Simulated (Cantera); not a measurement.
Input (Python, Cantera):

```python
import numpy as np
import cantera as ct

surf = ct.Interface("diamond.yaml", "diamond_100")
gas, bulk = surf.adjacent["gas"], surf.adjacent["diamond"]
k = surf.kinetics_species_index(bulk.species_names[0])
cover = ["c6HH", "c6H*", "c6*H", "c6**", "c6HM", "c6B"]

rows, drift = [], 0.0
print(f"{'xH':>10s}{'um/h':>11s}" + "".join(f"{s:>11s}" for s in cover))
for v in [0.0001, 0.00024, 0.00055, 0.0013, 0.0031, 0.0072, 0.017, 0.04, 0.094]:
    T, P, xH, xCH3 = 1150, 1800, v, 0.00028
    gas.TPX = T, P, {"H": xH, "CH3": xCH3, "CH4": 0.0082, "H2": 1 - xH - xCH3 - 0.0082}
    surf.TP = bulk.TP = T, P
    surf.coverages = "c6H*:0.1, c6HH:0.9"
    surf.advance_coverages(100.0)
    before = surf.coverages
    surf.advance_coverages(100.0)
    drift = max(drift, np.max(np.abs(surf.coverages - before) / (surf.coverages + 1e-9)))
    rate = surf.net_production_rates[k] * bulk.mean_molecular_weight / bulk.density * 3.6e9
    rows.append([rate, *surf[cover].coverages])
    print(f"{v:10.4g}{rate:11.4e}" + "".join(f"{x:11.3e}" for x in rows[-1][1:]))
```

It prints:

```
        xH       um/h       c6HH       c6H*       c6*H       c6**       c6HM        c6B
    0.0001 6.2914e-02  6.010e-01  2.531e-02  3.589e-01  4.647e-03  3.244e-03  1.707e-10
   0.00024 1.5120e-01  5.342e-01  2.933e-02  4.158e-01  9.538e-03  4.127e-03  4.103e-10
   0.00055 2.9447e-01  4.999e-01  3.127e-02  4.434e-01  1.484e-02  4.755e-03  7.991e-10
    0.0013 5.4665e-01  4.824e-01  3.220e-02  4.564e-01  1.926e-02  5.020e-03  1.483e-09
    0.0031 1.0028e+00  4.748e-01  3.262e-02  4.623e-01  2.195e-02  4.755e-03  2.721e-09
    0.0072 1.7278e+00  4.720e-01  3.285e-02  4.653e-01  2.329e-02  3.949e-03  4.689e-09
     0.017 2.6821e+00  4.713e-01  3.302e-02  4.672e-01  2.396e-02  2.746e-03  7.278e-09
      0.04 3.5687e+00  4.715e-01  3.320e-02  4.684e-01  2.430e-02  1.593e-03  9.684e-09
     0.094 4.1743e+00  4.718e-01  3.347e-02  4.690e-01  2.449e-02  8.014e-04  1.133e-08
```

Detailed kinetics in Cantera: the Harris–Goodwin 1993 mechanism for the reconstructed diamond (100) surface.
